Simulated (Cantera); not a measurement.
What does this Cantera script print?

```python
import numpy as np
import cantera as ct

gas_names = """
    C CH CH2 CH3 CH2OH CH3O CH4 CH3OH CO CO2 COOH C2 C2H CHCO,ketyl C2H2,acetylene C2H2,vinylidene
    CH2CO,ketene C2H3,vinyl CH3CO,acetyl C2H4 C2H4O,ethylen CH3CHO,ethanal CH3COOH (HCOOH)2 C2H5 C2H6
    CH3OCH3 C2H5OH C2O C3 C3H3,propargyl C3H4,allene C3H4,propyne C3H4,cyclo- C3H5,allyl C3H6,propylene
    C3H6,cyclo- C3H6O C3H7,n-propyl C3H7,i-propyl C3H8 C3H8O,1propanol C3H8O,2propanol C3O2 C4 C4H2
    C4H4,1,3-cyclo- C4H6,butadiene C4H6,2-butyne C4H6,cyclo- C4H8,1-butene C4H8,cis2-buten
    C4H8,tr2-butene C4H8,isobutene C4H8,cyclo- (CH3COOH)2 C4H9,n-butyl C4H9,i-butyl C4H9,s-butyl
    C4H9,t-butyl C4H10,isobutane C4H10,n-butane C5 C5H6,1,3cyclo- C5H8,cyclo- C5H10,1-pentene
    C5H10,cyclo- C5H11,pentyl C5H11,t-pentyl C5H12,n-pentane C5H12,i-pentane CH3C(CH3)2CH3 C6H2
    C6H5,phenyl C6H5O,phenoxy C6H6 C6H5OH,phenol C6H10,cyclo- C6H12,1-hexene C6H12,cyclo- C6H13,n-hexyl
    C7H7,benzyl C7H8 C7H8O,cresol C7H14,1-heptene C7H15,n-heptyl C7H16,n-heptane C8H8,styrene
    C8H10,ethylbenz C8H16,1-octene C8H17,n-octyl C8H18,isooctane C8H18,n-octane C9H19,n-nonyl
    C10H8,naphthale C10H21,n-decyl C12H9,o-bipheny C12H10,bipheny H HCO HO2 H2 HCHO,formaldehy HCOOH H2O
    H2O2 O OH O2 O3 Ti TiO TiO2
""".split()
cond_names = """
    C(gr) C6H6(L) C7H8(L) C8H18(L),n-octa H2O(s) H2O(L) Ti(a) Ti(b) Ti(L) TiC(s) TiC(L) TiO(a) TiO(b)
    TiO(L) TiO2(ru) TiO2(L) Ti2O3(a) Ti2O3(b) Ti2O3(L) Ti3O5(a) Ti3O5(b) Ti3O5(L) Ti4O7(s) Ti4O7(L)
""".split()


def load(file, names, dense=False):
    # The tables refer to 1 bar. Condensed volumes are neglected.
    table = {s.name: s for s in ct.Species.list_from_file(file)}
    out = []
    for n in names:
        d = dict(table[n].input_data)
        d["thermo"] = dict(d["thermo"], **{"reference-pressure": 1e5})
        if dense:
            d["equation-of-state"] = {"model": "constant-volume", "density": "1e6 g/cm^3"}
        out.append(ct.Species.from_dict(d))
    return out


gas = ct.Solution(thermo="ideal-gas", species=load("nasa_gas.yaml", gas_names))
cond = {s.name: ct.Solution(thermo="fixed-stoichiometry", species=[s], name=s.name)
        for s in load("nasa_condensed.yaml", cond_names, dense=True)}
atoms = {
    'Ti(OiPr)4': {'Ti': 1, 'C': 12, 'H': 28, 'O': 4},
    'H2': {'H': 2},
}
top_T = {'C(gr)': 4500}  # K; cautious upper limits of use, not melting points


def equilibrate(T, P, feed):
    n = {}
    for name, mol in feed.items():
        for a, k in atoms[name].items():
            n[a] = n.get(a, 0.0) + k * mol
    gas.TPX = T, P, n
    mass = sum(n.values()) * gas.mean_molecular_weight
    gas.equilibrate("TP")
    valid = [c for c in cond.values() if c.min_temp <= T <= top_T.get(c.name, c.max_temp)]
    mix = ct.Mixture([(gas, mass / gas.mean_molecular_weight)] + [(c, 0.0) for c in valid])
    mix.T, mix.P = T, P
    mix.equilibrate("TP", solver="vcs", rtol=1e-11, max_steps=5000)
    return mix


results = []
feed = {'Ti(OiPr)4': 1, 'H2': 230}  # mol
T = 1948.15  # K
P = 530  # Pa
mix = equilibrate(T, P, feed)
results.append((T, P, feed, dict(zip(mix.species_names, mix.species_moles))))
x = sorted(zip(gas.X, gas.species_names), reverse=True)
print(f"T = {T:g} K  P = {P:g} Pa  gas = {mix.phase_moles(0):.4g} mol")
print("   x: " + "  ".join(f"{s} {v:.3e}" for v, s in x if v > 1e-06))
print("   condensed (mol): " + ("  ".join(f"{mix.phase(i).name} {mix.phase_moles(i):.4g}"
      for i in range(1, mix.n_phases) if mix.phase_moles(i) > 1e-12) or "none"))
```

Output:

```
T = 1948.15 K  P = 530 Pa  gas = 249.9 mol
   x: H2 9.682e-01  CO 1.601e-02  H 1.529e-02  C2H2,acetylene 5.223e-04  CH4 2.430e-06
   condensed (mol): C(gr) 6.738  TiC(s) 1
```

These are equilibrium values from Cantera (NASA tables, ideal gas, pure condensed phases), not measurements of a reactor. The feed counts by its element totals alone. TiC: taken at fixed stoichiometry.
